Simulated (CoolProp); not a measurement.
The fluid at 293.15 K and 1.05 MPa (liquid) is heated at constant pressure to 367.5 K. The same conditions are run with several fluids, on thermodynamics alone (safety and materials aside).

The numbers come from the reference Helmholtz-energy equation of state of each fluid (chlorine: Thol 2021; R124: de Vries 1995; n-octane: Beckmüller 2019; propylene glycol: Eisenbach 2021; dimethyl carbonate: Zhou 2011) in CoolProp.

| fluid | heat (kJ/kg) | final phase | final density (kg/m³) |
|---|---|---|---|
| chlorine | 289 | gas | 26.2 |
| R124 | 201 | gas | 54.8 |
| n-octane | 175 | liquid | 642 |
| propylene glycol | 199 | liquid | 978 |
| dimethyl carbonate | 140 | liquid | 969 |
